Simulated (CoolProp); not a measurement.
Vapour-liquid equilibrium of R114 (1) + R113 (2) at 350 K; x and y are mole fractions of (1).

Model: multi-fluid Helmholtz-energy mixture model, Platzer 1990 and Marx 1992; pair parameters Bell 2016, in CoolProp. This equation is an older, rougher fit; its heat capacities, sound speeds and derivatives of the liquid may be far off and weren't checked against measurements.

```json
[
 {"x": "0.05", "bubble pressure (MPa)": "?", "y at the bubble point": "0.141", "dew pressure at overall composition x (MPa)": "0.2529", "liquid density (mol/L)": "7.649"},
 {"x": "0.2", "bubble pressure (MPa)": "0.3603", "y at the bubble point": "0.437", "dew pressure at overall composition x (MPa)": "0.2861", "liquid density (mol/L)": "7.648"},
 {"x": "0.35", "bubble pressure (MPa)": "0.4510", "y at the bubble point": "0.622", "dew pressure at overall composition x (MPa)": "0.3291", "liquid density (mol/L)": "7.640"},
 {"x": "0.5", "bubble pressure (MPa)": "0.5432", "y at the bubble point": "0.749", "dew pressure at overall composition x (MPa)": "0.3870", "liquid density (mol/L)": "7.622"},
 {"x": "0.65", "bubble pressure (MPa)": "?", "y at the bubble point": "0.843", "dew pressure at overall composition x (MPa)": "0.4686", "liquid density (mol/L)": "?"},
 {"x": "0.8", "bubble pressure (MPa)": "0.7327", "y at the bubble point": "?", "dew pressure at overall composition x (MPa)": "0.5905", "liquid density (mol/L)": "7.547"},
 {"x": "0.95", "bubble pressure (MPa)": "0.8325", "y at the bubble point": "0.981", "dew pressure at overall composition x (MPa)": "0.7816", "liquid density (mol/L)": "7.483"}
]
```

Problem. Fill in the missing entries.

Solution. 
- 0.05, bubble pressure (MPa): 0.2721
- 0.65, bubble pressure (MPa): 0.6368
- 0.65, liquid density (mol/L): 7.592
- 0.8, y at the bubble point: 0.918

No azeotrope shows between x = 0.05 and 0.95.

The pair parameters rest on a limited set of measurements; away from them the model extrapolates.
